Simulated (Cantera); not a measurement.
An adiabatic, constant-volume homogeneous reactor starts with CH₄ : C₂H₆ : C₃H₈ : O₂ : N₂ = 1 : 0.24 : 0.21 : 7.34 : 27.6 (molar parts), equivalence ratio 0.53, at 1050 K and 10.0 bar. Integrator tolerance rtol = 1e-08.

Model: GRI-Mech 3.0 (53 species, 325 reactions), integrated in Cantera. GRI-Mech 3.0 was tuned for natural gas; its chemistry of propane as a main component is partial and can be far from experiment.

Problem. What does this change do: initial temperature 1050 to 1675 K?

Solution. 
```
quantity                                                          before                                  after
---------------------------------  -------------------------------------  -------------------------------------
time of steepest temperature rise                                7.39 ms                                5.99 µs
temperature at 5.00 s                                             2416 K                                 2818 K
equilibrium temperature                                           2416 K                                 2818 K
x(CH₄) at 5.00 s                   <1e-12 (gas-phase equilibrium <1e-12)  <1e-12 (gas-phase equilibrium <1e-12)
x(C₂H₆) at 5.00 s                  <1e-12 (gas-phase equilibrium <1e-12)  <1e-12 (gas-phase equilibrium <1e-12)
x(C₃H₈) at 5.00 s                  <1e-12 (gas-phase equilibrium <1e-12)  <1e-12 (gas-phase equilibrium <1e-12)
x(CH₃) at 5.00 s                   <1e-12 (gas-phase equilibrium <1e-12)  <1e-12 (gas-phase equilibrium <1e-12)
x(O₂) at 5.00 s                    0.0869 (gas-phase equilibrium 0.0869)  0.0810 (gas-phase equilibrium 0.0810)
```

Problem. What does this change do: constant pressure in place of constant volume?

Solution. 
| quantity | before | after |
|---|---|---|
| time of steepest temperature rise | 7.39 ms | 7.81 ms |
| temperature at 5.00 s | 2416 K | 2156 K |
| equilibrium temperature | 2416 K | 2156 K |
| x(CH₄) at 5.00 s | <1e-12 (gas-phase equilibrium <1e-12) | <1e-12 (gas-phase equilibrium <1e-12) |
| x(C₂H₆) at 5.00 s | <1e-12 (gas-phase equilibrium <1e-12) | <1e-12 (gas-phase equilibrium <1e-12) |
| x(C₃H₈) at 5.00 s | <1e-12 (gas-phase equilibrium <1e-12) | <1e-12 (gas-phase equilibrium <1e-12) |
| x(CH₃) at 5.00 s | <1e-12 (gas-phase equilibrium <1e-12) | <1e-12 (gas-phase equilibrium <1e-12) |
| x(O₂) at 5.00 s | 0.0869 (gas-phase equilibrium 0.0869) | 0.0898 (gas-phase equilibrium 0.0898) |

Problem. What does this change do: 0.14 parts H2 added?

Solution. 
| quantity | before | after |
|---|---|---|
| time of steepest temperature rise | 7.39 ms | 6.59 ms |
| temperature at 5.00 s | 2416 K | 2437 K |
| equilibrium temperature | 2416 K | 2437 K |
| x(CH₄) at 5.00 s | <1e-12 (gas-phase equilibrium <1e-12) | <1e-12 (gas-phase equilibrium <1e-12) |
| x(C₂H₆) at 5.00 s | <1e-12 (gas-phase equilibrium <1e-12) | <1e-12 (gas-phase equilibrium <1e-12) |
| x(C₃H₈) at 5.00 s | <1e-12 (gas-phase equilibrium <1e-12) | <1e-12 (gas-phase equilibrium <1e-12) |
| x(CH₃) at 5.00 s | <1e-12 (gas-phase equilibrium <1e-12) | <1e-12 (gas-phase equilibrium <1e-12) |
| x(O₂) at 5.00 s | 0.0869 (gas-phase equilibrium 0.0869) | 0.0846 (gas-phase equilibrium 0.0846) |
